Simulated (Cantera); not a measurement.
What does this Cantera script print?

```python
import numpy as np
import cantera as ct

gas_names = """
    C CH CH2 CH3 CH2OH CH3O CH4 CH3OH CN CO CO2 COOH C2 C2H CHCO,ketyl C2H2,acetylene C2H2,vinylidene
    CH2CO,ketene C2H3,vinyl CH3CN CH3CO,acetyl C2H4 C2H4O,ethylen CH3CHO,ethanal CH3COOH (HCOOH)2 C2H5
    C2H6 CH3OCH3 C2H5OH CCN CNC C2N2 C2O C3 C3H3,propargyl C3H4,allene C3H4,propyne C3H4,cyclo-
    C3H5,allyl C3H6,propylene C3H6,cyclo- C3H6O C3H7,n-propyl C3H7,i-propyl C3H8 C3H8O,1propanol
    C3H8O,2propanol C3O2 C4 C4H2 C4H4,1,3-cyclo- C4H6,butadiene C4H6,2-butyne C4H6,cyclo- C4H8,1-butene
    C4H8,cis2-buten C4H8,tr2-butene C4H8,isobutene C4H8,cyclo- (CH3COOH)2 C4H9,n-butyl C4H9,i-butyl
    C4H9,s-butyl C4H9,t-butyl C4H10,isobutane C4H10,n-butane C4N2 C5 C5H6,1,3cyclo- C5H8,cyclo-
    C5H10,1-pentene C5H10,cyclo- C5H11,pentyl C5H11,t-pentyl C5H12,n-pentane C5H12,i-pentane
    CH3C(CH3)2CH3 C6H2 C6H5,phenyl C6H5O,phenoxy C6H6 C6H5OH,phenol C6H10,cyclo- C6H12,1-hexene
    C6H12,cyclo- C6H13,n-hexyl C7H7,benzyl C7H8 C7H8O,cresol C7H14,1-heptene C7H15,n-heptyl
    C7H16,n-heptane C8H8,styrene C8H10,ethylbenz C8H16,1-octene C8H17,n-octyl C8H18,isooctane
    C8H18,n-octane C9H19,n-nonyl C10H8,naphthale C10H21,n-decyl C12H9,o-bipheny C12H10,bipheny H HCN HCO
    HCCN HNC HNCO HNO HNO2 HNO3 HO2 H2 HCHO,formaldehy HCOOH H2O H2O2 N NCO NH NH2 NH3 NH2OH NO NO2 NO3
    N2 N2H2 N2H4 N2O O OH O2 O3
""".split()
cond_names = """
    C(gr) C6H6(L) C7H8(L) C8H18(L),n-octa H2O(s) H2O(L)
""".split()


def load(file, names, dense=False):
    # The tables refer to 1 bar. Condensed volumes are neglected.
    table = {s.name: s for s in ct.Species.list_from_file(file)}
    out = []
    for n in names:
        d = dict(table[n].input_data)
        d["thermo"] = dict(d["thermo"], **{"reference-pressure": 1e5})
        if dense:
            d["equation-of-state"] = {"model": "constant-volume", "density": "1e6 g/cm^3"}
        out.append(ct.Species.from_dict(d))
    return out


gas = ct.Solution(thermo="ideal-gas", species=load("nasa_gas.yaml", gas_names))
cond = {s.name: ct.Solution(thermo="fixed-stoichiometry", species=[s], name=s.name)
        for s in load("nasa_condensed.yaml", cond_names, dense=True)}
atoms = {
    'CH3OH': {'C': 1, 'H': 4, 'O': 1},
    'H2': {'H': 2},
    'N2': {'N': 2},
}
top_T = {'C(gr)': 4500}  # K; cautious upper limits of use, not melting points


def equilibrate(T, P, feed):
    n = {}
    for name, mol in feed.items():
        for a, k in atoms[name].items():
            n[a] = n.get(a, 0.0) + k * mol
    gas.TPX = T, P, n
    mass = sum(n.values()) * gas.mean_molecular_weight
    gas.equilibrate("TP")
    valid = [c for c in cond.values() if c.min_temp <= T <= top_T.get(c.name, c.max_temp)]
    mix = ct.Mixture([(gas, mass / gas.mean_molecular_weight)] + [(c, 0.0) for c in valid])
    mix.T, mix.P = T, P
    mix.equilibrate("TP", solver="vcs", rtol=1e-11, max_steps=5000)
    return mix


results = []
feed = {'CH3OH': 1, 'H2': 21, 'N2': 1.8}  # mol
P = 1000  # Pa
for T in [500, 550, 600, 650, 700, 750, 800, 850, 900, 950, 1000, 1050, 1100]:
    mix = equilibrate(T, P, feed)
    results.append((T, P, feed, dict(zip(mix.species_names, mix.species_moles))))

top = {s: max(r[3][s] / sum(r[3][g] for g in gas_names) for r in results) for s in gas_names}
cols = sorted((s for s in top if top[s] > 0.001), key=lambda s: -top[s])[:9]
seen = [c for c in cond_names if any(r[3].get(c, 0) > 1e-12 for r in results)]
print("log10 of partial pressures in bar; condensed amounts in mol")
print(f"{'T/K':>10s}" + "".join(f"{s[:9]:>10s}" for s in cols + seen))
for T, P, feed, n in results:
    ng = sum(n[g] for g in gas_names)
    print(f"{T:10.4g}" + "".join(f"{np.log10(max(n[s] / ng * P / 1e5, 1e-99)):10.3f}" for s in cols)
          + "".join(f"{n.get(c, 0):10.4g}" for c in seen))
```

It prints:

```
log10 of partial pressures in bar; condensed amounts in mol
       T/K        H2        N2       CH4       H2O        CO       CO2
       500    -2.076    -3.123    -3.376    -3.376   -10.569    -9.733
       550    -2.076    -3.122    -3.376    -3.377    -8.526    -8.066
       600    -2.076    -3.122    -3.377    -3.377    -6.811    -6.662
       650    -2.075    -3.122    -3.385    -3.388    -5.371    -5.492
       700    -2.070    -3.127    -3.461    -3.485    -4.298    -4.739
       750    -2.061    -3.139    -3.703    -3.755    -3.739    -4.647
       800    -2.054    -3.149    -4.067    -4.125    -3.526    -4.971
       850    -2.052    -3.153    -4.459    -4.508    -3.454    -5.425
       900    -2.051    -3.155    -4.831    -4.871    -3.429    -5.887
       950    -2.050    -3.156    -5.172    -5.204    -3.419    -6.319
      1000    -2.050    -3.156    -5.482    -5.507    -3.415    -6.715
      1050    -2.050    -3.156    -5.764    -5.783    -3.414    -7.075
      1100    -2.050    -3.156    -6.023    -6.033    -3.413    -7.401
```

Cantera equilibrium calculation (NASA polynomials, part measured and part estimated; ideal gas, pure solids and liquids).
